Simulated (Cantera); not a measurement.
Ignition delay

Mixture: CH₄ : O₂ : N₂ : H₂O = 1 : 1 : 3.76 : 0.37 (molar parts), equivalence ratio 2.0, at 3.80 bar, adiabatic and at constant pressure. Ignition delay is the time to a rise of 400 K.

Computed with Cantera and GRI-Mech 3.0 (53 species, 325 reactions).

```
T0 (K)  delay (ms)
------  ----------
1125          57.2
1225          15.6
1325          4.72
1425          1.53
1525         0.529
1625         0.196
1725        0.0805
```

```json
{
 "apparent activation energy between 1525 and 1725 K": "210 kJ/mol"
}
```
